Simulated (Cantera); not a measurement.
Input (Python, Cantera):

```python
import numpy as np
import cantera as ct

gas = ct.Solution("h2o2.yaml")
gas.TPX = 475, 26000, {'H2': 1, 'O2': 0.227, 'N2': 0.855}
flame = ct.FreeFlame(gas, width=0.1)
flame.set_refine_criteria(ratio=3, slope=0.08, curve=0.16)
flame.transport_model = "mixture-averaged"
flame.solve(loglevel=0, auto=True)
z, T = flame.grid, flame.T
thick = (T[-1] - T[0]) / np.gradient(T, z).max()
show = ['H2', 'O2', 'H2O', 'H2O2', 'O', 'HO2']
print(f"laminar burning velocity  {flame.velocity[0] * 100:.3f} cm/s")
print(f"burnt temperature         {T[-1]:.1f} K")
print(f"thermal thickness         {thick * 1e3:.4f} mm")
print(f"grid points               {len(z)}")
z0 = z[flame.heat_release_rate.argmax()]
print(f"{'z/mm':>9s}{'T/K':>9s}{'u/(m/s)':>9s}" + "".join(f"{s:>11s}" for s in show))
rows = []
for k in (-3, -2, -1.5, -1, -0.5, -0.25, 0, 0.25, 0.5, 1, 2, 4, 8):
    zz = z0 + k * thick
    rows.append([k * thick, np.interp(zz, z, T), np.interp(zz, z, flame.velocity),
                 *(np.interp(zz, z, flame.X[gas.species_index(s)]) for s in show)])
    print(f"{rows[-1][0] * 1e3:9.3f}{rows[-1][1]:9.1f}{rows[-1][2]:9.3f}" + "".join(f"{x:11.3e}" for x in rows[-1][3:]))
```

Output:

```
laminar burning velocity  511.132 cm/s
burnt temperature         2113.7 K
thermal thickness         2.4300 mm
grid points               145
     z/mm      T/K  u/(m/s)         H2         O2        H2O       H2O2          O        HO2
   -7.290    475.0    5.111  4.803e-01  1.090e-01  2.628e-15 -1.732e-17  3.095e-17  1.443e-14
   -4.860    475.0    5.111  4.803e-01  1.090e-01  6.110e-13  2.174e-15  1.521e-14  5.201e-12
   -3.645    475.0    5.111  4.803e-01  1.090e-01  6.218e-11  3.114e-13  1.820e-12  6.337e-10
   -2.430    475.0    5.111  4.803e-01  1.090e-01  2.536e-08  2.100e-10  7.118e-10  1.929e-07
   -1.215    493.2    5.291  4.778e-01  1.089e-01  8.490e-04  3.238e-06  9.835e-06  1.168e-04
   -0.608    700.9    7.375  4.478e-01  1.031e-01  1.813e-02  4.570e-06  1.959e-04  5.864e-05
    0.000   1091.7   11.177  3.337e-01  6.357e-02  1.040e-01  3.571e-07  2.947e-03  2.056e-05
    0.608   1339.3   13.633  2.396e-01  9.824e-03  2.077e-01  2.029e-07  2.279e-03  3.073e-06
    1.215   1432.4   14.511  2.299e-01  1.208e-03  2.260e-01  1.409e-07  1.080e-03  3.550e-07
    2.430   1529.7   15.394  2.370e-01  4.111e-04  2.288e-01  1.263e-07  9.057e-04  1.136e-07
    4.860   1638.3   16.354  2.471e-01  3.244e-04  2.307e-01  9.600e-08  7.682e-04  8.408e-08
    9.720   1753.6   17.351  2.577e-01  2.261e-04  2.331e-01  5.838e-08  5.604e-04  5.777e-08
   19.440   1859.6   18.244  2.675e-01  1.352e-04  2.358e-01  3.101e-08  3.482e-04  3.650e-08
```

Detailed kinetics in Cantera: the H2/O2 subset of GRI-Mech 3.0, which has no nitrogen chemistry. Burning velocities carry a grid error of a few per cent, more on coarse grids.
